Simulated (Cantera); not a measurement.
Mixture: CH4 : H2 : O2 : N2 = 1 : 0.25 : 2.59 : 9.74 (molar parts), equivalence ratio 0.82, at 4.93 atm, adiabatic and at constant pressure. Ignition delay is the time to a rise of 400 K.

Computed with Cantera and GRI-Mech 3.0 (53 species, 325 reactions). Below about 1000 K GRI-Mech 3.0 lacks low-temperature oxidation paths. Below about 950 K walls govern HO2 and H2O2 in real vessels.

Problem. What does this change do: pressure from 4.93 atm to 0.987 atm?

Solution. 
```
quantity                                                before       after
--------------------------------------------------  ----------  ----------
delay at 875 K                                         0.616 s     0.999 s
delay at 1075 K                                        4.92 ms     19.6 ms
delay at 1275 K                                       0.681 ms     2.70 ms
delay at 1475 K                                       0.140 ms    0.493 ms
delay at 1675 K                                        35.7 µs    0.137 ms
apparent activation energy between 1575 and 1775 K  140 kJ/mol  130 kJ/mol
```

Problem. What does this change do: 0.23 parts C2H6 added?

Solution. 
```tsv
quantity	before	after
delay at 875 K	0.616 s	0.823 s
delay at 1075 K	4.92 ms	6.68 ms
delay at 1275 K	0.681 ms	0.285 ms
delay at 1475 K	0.140 ms	47.0 µs
delay at 1675 K	35.7 µs	12.9 µs
apparent activation energy between 1575 and 1775 K	140 kJ/mol	130 kJ/mol
```
